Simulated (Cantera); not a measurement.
An adiabatic, constant-pressure homogeneous reactor starts with H₂ : O₂ : N₂ = 1 : 1 : 3.76 (molar parts), equivalence ratio 0.50, at 1075 K and 1.01 bar.

Detailed kinetics in Cantera: the H2/O2 subset of GRI-Mech 3.0, which has no nitrogen chemistry.

Task: Predict: time of steepest temperature rise; temperature at 0.300 s; equilibrium temperature; x(H₂) at 0.300 s; x(O₂) at 0.300 s; x(H) at 0.300 s; x(OH) at 0.300 s; x(O) at 0.300 s.

Result: 
```json
{
  "time_of_steepest_temperature_rise": "0.113 ms",
  "temperature at 0.300 s": "2272 K",
  "equilibrium_temperature": "2272 K",
  "x(H₂) at 0.300 s": "0.00107 (gas-phase equilibrium 0.00107)",
  "x(O₂) at 0.300 s": "0.0929 (gas-phase equilibrium 0.0929)",
  "x(H) at 0.300 s": "0.000273 (gas-phase equilibrium 0.000273)",
  "x(OH) at 0.300 s": "0.00731 (gas-phase equilibrium 0.00731)",
  "x(O) at 0.300 s": "0.00128 (gas-phase equilibrium 0.00128)"
}
```
